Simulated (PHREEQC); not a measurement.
0.1 mol of Jarosite-Na (NaFe3(SO4)2(OH)6) is brought to equilibrium with 1 kg of water holding 3 mmol/kgw NaCl, at 20 °C, the pH being set by adding NaOH or HCl. O2 is buffered at 0.21 atm. No CO2 enters from the air. Names ending in (a), (am) or -a are amorphous solids. Only these solids could form: Jarosite-Na, Fe(OH)3(a), Mirabilite.

Base run: PHREEQC, ion-association model, wateq4f.dat. Each further column changes one thing. The table gives dissolved Fe (mol/kgw).

| pH | base | all activity coefficients set to 1 | Davies equation for every ion |
|---|---|---|---|
| 5 | 1.52e-6 | 1.09e-6 | 1.51e-6 |
| 5.8 | 2.48e-7 | 1.75e-7 | 2.35e-7 |
| 7 | 2.43e-8 | 2.08e-8 | 2.35e-8 |
| 8.2 | 1.21e-8 | 1.24e-8 | 1.20e-8 |
| 9 | 2.06e-8 | 1.83e-8 | 2.01e-8 |
| 9.8 | 7.96e-8 | 5.93e-8 | 7.59e-8 |
| 11 | 1.12e-6 | 7.84e-7 | 1.06e-6 |
| 12.2 | 1.77e-5 | 1.23e-5 | 1.67e-5 |
| 13 | 0.000112 | 7.72e-5 | 0.000104 |
